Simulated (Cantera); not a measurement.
Feed: 1 mol Pb, a varied amount of CO, 7.1 mol H₂, equilibrated at 1.00 bar.

Points: T (K) = 723, 823, 923, 1023, 1123, 1223, 1323, 1423, 1523; n(CO) (mol) = 0.23, 0.3, 0.4, 0.53, 0.7, 0.92, 1.2, 1.6, 2.1, 2.8, 3.7, 4.9.

Cantera's Mixture.equilibrate('TP', solver="vcs", rtol=1e-11, max_steps=5000) on the NASA tables stopped like this:

```
ERROR: FAILURE its = 5001!

*******************************************************************************
CanteraError thrown by MultiPhase::equilibrate:
VCS solver failed. Return code: -1
*******************************************************************************
```

Task: What got this run through?

Result: Several could match; the one computed here: The failure is numerical, not chemical. The same input converged with solver="gibbs", rtol=1e-10, max_steps=50000, and the result passed a check of the equilibrium conditions:
```
    723       0.23  Pb(L)
    723        0.3  Pb(L)
    723        0.4  Pb(L)
    723       0.53  Pb(L)
    723        0.7  Pb(L)
    723       0.92  Pb(L)
    723        1.2  Pb(L)
    723        1.6  Pb(L)
    723        2.1  Pb(L)
    723        2.8  C(gr) + Pb(L)
    723        3.7  C(gr) + Pb(L)
    723        4.9  C(gr) + Pb(L)
    823       0.23  Pb(L)
    823        0.3  Pb(L)
    823        0.4  Pb(L)
    823       0.53  Pb(L)
    823        0.7  Pb(L)
    823       0.92  Pb(L)
    823        1.2  Pb(L)
    823        1.6  Pb(L)
    823        2.1  C(gr) + Pb(L)
    823        2.8  C(gr) + Pb(L)
    823        3.7  C(gr) + Pb(L)
    823        4.9  C(gr) + Pb(L)
    923       0.23  Pb(L)
    923        0.3  Pb(L)
    923        0.4  Pb(L)
    923       0.53  Pb(L)
    923        0.7  Pb(L)
    923       0.92  Pb(L)
    923        1.2  Pb(L)
    923        1.6  C(gr) + Pb(L)
    923        2.1  C(gr) + Pb(L)
    923        2.8  C(gr) + Pb(L)
    923        3.7  C(gr) + Pb(L)
    923        4.9  C(gr) + Pb(L)
   1023       0.23  Pb(L)
   1023        0.3  Pb(L)
   1023        0.4  Pb(L)
   1023       0.53  Pb(L)
   1023        0.7  Pb(L)
   1023       0.92  Pb(L)
   1023        1.2  Pb(L)
   1023        1.6  Pb(L)
   1023        2.1  C(gr) + Pb(L)
   1023        2.8  C(gr) + Pb(L)
   1023        3.7  C(gr) + Pb(L)
   1023        4.9  C(gr) + Pb(L)
   1123       0.23  Pb(L)
   1123        0.3  Pb(L)
   1123        0.4  Pb(L)
   1123       0.53  Pb(L)
   1123        0.7  Pb(L)
   1123       0.92  Pb(L)
   1123        1.2  Pb(L)
   1123        1.6  Pb(L)
   1123        2.1  Pb(L)
   1123        2.8  C(gr) + Pb(L)
   1123        3.7  C(gr) + Pb(L)
   1123        4.9  C(gr) + Pb(L)
   1223       0.23  Pb(L)
   1223        0.3  Pb(L)
   1223        0.4  Pb(L)
   1223       0.53  Pb(L)
   1223        0.7  Pb(L)
   1223       0.92  Pb(L)
   1223        1.2  Pb(L)
   1223        1.6  Pb(L)
   1223        2.1  Pb(L)
   1223        2.8  Pb(L)
   1223        3.7  C(gr) + Pb(L)
   1223        4.9  C(gr) + Pb(L)
   1323       0.23  Pb(L)
   1323        0.3  Pb(L)
   1323        0.4  Pb(L)
   1323       0.53  Pb(L)
   1323        0.7  Pb(L)
   1323       0.92  Pb(L)
   1323        1.2  Pb(L)
   1323        1.6  Pb(L)
   1323        2.1  Pb(L)
   1323        2.8  Pb(L)
   1323        3.7  Pb(L)
   1323        4.9  C(gr) + Pb(L)
   1423       0.23  Pb(L)
   1423        0.3  Pb(L)
   1423        0.4  Pb(L)
   1423       0.53  Pb(L)
   1423        0.7  Pb(L)
   1423       0.92  Pb(L)
   1423        1.2  Pb(L)
   1423        1.6  Pb(L)
   1423        2.1  Pb(L)
   1423        2.8  Pb(L)
   1423        3.7  Pb(L)
   1423        4.9  Pb(L)
   1523       0.23  Pb(L)
   1523        0.3  Pb(L)
   1523        0.4  Pb(L)
   1523       0.53  Pb(L)
   1523        0.7  Pb(L)
   1523       0.92  Pb(L)
   1523        1.2  Pb(L)
   1523        1.6  Pb(L)
   1523        2.1  Pb(L)
   1523        2.8  Pb(L)
   1523        3.7  Pb(L)
   1523        4.9  Pb(L)
```

The gas is ideal and each condensed phase is pure.
